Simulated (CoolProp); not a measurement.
Vapour-liquid equilibrium of methanol (1) + water (2) at 0.167 MPa; x and y are mole fractions of (1).

The numbers come from the multi-fluid Helmholtz-energy mixture model, de Reuck 1993 and Wagner 2002; pair parameters Bell 2016 in CoolProp.

| x | bubble temperature (K) | y at the bubble point | dew temperature at overall composition x (K) | liquid density (mol/L) |
|---|---|---|---|---|
| 0.05 | 382.7 | 0.188 | 386.5 | 50.05 |
| 0.125 | 376.8 | 0.379 | 384.4 | 46.55 |
| 0.2 | 372.2 | 0.509 | 382.3 | 43.39 |
| 0.275 | 368.6 | 0.602 | 380.1 | 40.53 |
| 0.35 | 365.6 | 0.672 | 377.7 | 37.92 |
| 0.425 | 363.1 | 0.727 | 375.2 | 35.56 |
| 0.5 | 361.0 | 0.774 | 372.5 | 33.40 |
| 0.575 | 359.1 | 0.814 | 369.7 | 31.43 |
| 0.65 | 357.5 | 0.850 | 366.6 | 29.62 |
| 0.725 | 355.9 | 0.883 | 363.3 | 27.96 |
| 0.8 | 354.5 | 0.916 | 359.8 | 26.44 |
| 0.875 | 353.1 | 0.947 | 356.3 | 25.04 |
| 0.95 | 351.7 | 0.979 | 352.9 | 23.74 |

No azeotrope shows between x = 0.05 and 0.95.

The pair parameters rest on a limited set of measurements; away from them the model extrapolates.
